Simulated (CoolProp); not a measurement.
Model: reference Helmholtz-energy equation of state, Lemmon 2006, in CoolProp. It is a short technical equation, of lower accuracy than the large ones.

Q: For toluene, give the phase and the Z, cv (kJ/(kg K)), speed of sound (m/s), Joule-Thomson coefficient (K/MPa) at 532.2 K and 4.64 MPa; 542 K and 4.64 MPa; 590.7 K and 4.64 MPa.

A: 
- 532.2 K and 4.64 MPa: liquid; Z 0.160, cv 1.98, speed of sound 456, Joule-Thomson coefficient 0.317
- 542 K and 4.64 MPa: liquid; Z 0.162, cv 2.01, speed of sound 416, Joule-Thomson coefficient 0.456
- 590.7 K and 4.64 MPa: liquid; Z 0.195, cv 2.18, speed of sound 180, Joule-Thomson coefficient 3.78
